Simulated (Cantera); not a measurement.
Feed: 1 mol S, 0.28 mol H2, at 2650 K and 1.30 bar.

Equilibrium computed with Cantera from the NASA thermochemical tables; the gas is ideal and each condensed phase is pure. Candidate condensed phases: S; 7 gas species. Kinetics and transport are ignored.

Question: What is the equilibrium state?

Answer: 
```
Property                              Value
-------------------------------  ----------
x(S2)                                 0.545
x(H2)                                 0.266
x(SH)                                0.0806
x(S)                                 0.0515
x(H2S)                               0.0349
x(H)                                 0.0212
gas amount                       0.7950 mol
log10 activity of S(l) (absent)       -1.88
```
